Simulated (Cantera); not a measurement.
Charge: 1 mol C₂H₆, 0.13 mol H₂O, 7.1 mol H₂, 1.8 mol NH₃, equilibrated at 1 atm.

Method: chemical equilibrium by Gibbs-energy minimisation in Cantera with the NASA 1993 tables (ideal gas, pure condensed phases). Candidate condensed phases: C, C₆H₆, C₇H₈, C₈H₁₈, H₂O; 136 gas species. Rates play no part. All values below are at 1848 K.

Base state: H₂ 0.924, N₂ 0.0635, CO 0.00931, HCN 0.00187, CH₄ 0.000570, H 0.000506, C₂H₂ (acetylene) 0.000238, HNC 7.87e-5 (mole fractions); condensed: C(graphite).

Task: What changes in the equilibrium state with this change: H₂O from 0.13 to 3.1 mol?

Result: 
```
species             before    after
----------------  --------  -------
H₂                   0.924    0.789
CO                 0.00931    0.104
H₂O                1.97e-6   0.0566
N₂                  0.0635   0.0479
CO₂                4.96e-9  0.00187
C₂H₂ (acetylene)  0.000238    <1e-9
CH₄               0.000570  1.38e-7
C(graphite), mol      1.83        0
```
